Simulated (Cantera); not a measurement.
Adiabatic ignition

An adiabatic, constant-volume homogeneous reactor starts with 2.99 % C₃H₈, 7.46 % O₂, 89.6 % N₂, at 1500 K and 1.00 bar.

Detailed kinetics in Cantera: GRI-Mech 3.0 (53 species, 325 reactions). GRI-Mech 3.0 was tuned for natural gas; its chemistry of propane as a main component is partial and can be far from experiment.

```tsv
t (s)	T (K)	P (bar)	x C₃H₈	x O₂	x O	x N₂O	x CH₂	x H
1.00e-6	1499	1.000	0.0298	0.0746	3.61e-7	<1e-12	1.68e-9	5.26e-6
3.98e-6	1496	0.998	0.0294	0.0745	1.06e-6	2.75e-11	5.95e-8	1.21e-5
1.58e-5	1488	0.995	0.0275	0.0741	1.77e-6	2.74e-10	5.44e-7	1.83e-5
6.31e-5	1483	1.00	0.0198	0.0714	3.49e-6	1.17e-9	9.06e-7	2.95e-5
0.000251	2220	1.63	3.49e-12	1.22e-5	6.03e-6	1.97e-8	1.10e-5	0.00212
0.00100	2230	1.64	<1e-12	4.40e-7	1.36e-6	2.82e-8	2.16e-6	0.00107
0.00398	2227	1.64	<1e-12	4.21e-7	1.41e-6	3.38e-8	1.00e-7	0.00112
0.0158	2226	1.64	<1e-12	5.50e-7	1.85e-6	9.90e-9	<1e-12	0.00129
0.0631	2227	1.64	<1e-12	5.57e-7	1.88e-6	2.42e-9	<1e-12	0.00129
0.251	2227	1.64	<1e-12	5.59e-7	1.88e-6	1.63e-9	<1e-12	0.00129
1.00	2227	1.64	<1e-12	5.60e-7	1.88e-6	1.61e-9	<1e-12	0.00129
```
x: mole fraction; the columns are a selection and need not sum to one.

```json
{
 "time_of_steepest_temperature_rise": "0.181 ms",
 "temperature at 1.00 s": "2227 K",
 "equilibrium_temperature": "2227 K",
 "x(C₃H₈) at 1.00 s": "<1e-12 (gas-phase equilibrium <1e-12)",
 "x(O₂) at 1.00 s": "5.60e-7 (gas-phase equilibrium 5.60e-7)",
 "x(O) at 1.00 s": "1.88e-6 (gas-phase equilibrium 1.88e-6)"
}
```
